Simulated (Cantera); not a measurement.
Aluminium nitride and oxide growth: Al(CH3)3 + O2 + N2 + N2O

Charge: 1 mol Al(CH3)3, 0.21 mol O2, 25 mol N2, 24 mol N2O, held at 0.000110 bar.

Equilibrium computed with Cantera from the NASA thermochemical tables; the gas is ideal and each condensed phase is pure. Candidate condensed phases: Al, AlN, Al2O3, C, C6H6, C7H8, C8H18, H2O; 148 gas species. The feed counts by its element totals alone. Kinetics and transport are ignored.

```
T (K)   x N2    x O2   x H2O   x CO2  n Al2O3(s)
-----  -----  ------  ------  ------  ----------
1525   0.781  0.0984  0.0713  0.0477       0.500
1575   0.780  0.0981  0.0711  0.0476       0.500
1625   0.780  0.0979  0.0707  0.0474       0.500
1675   0.779  0.0975  0.0702  0.0470       0.500
1725   0.778  0.0971  0.0694  0.0464       0.500
1775   0.777  0.0966  0.0682  0.0454       0.500
1825   0.774  0.0961  0.0665  0.0439       0.500
1875   0.771  0.0954  0.0640  0.0417       0.500
```
x: gas mole fraction; n: condensed amount in mol.

From 1525 K to 1875 K the condensed part is Al2O3(s).
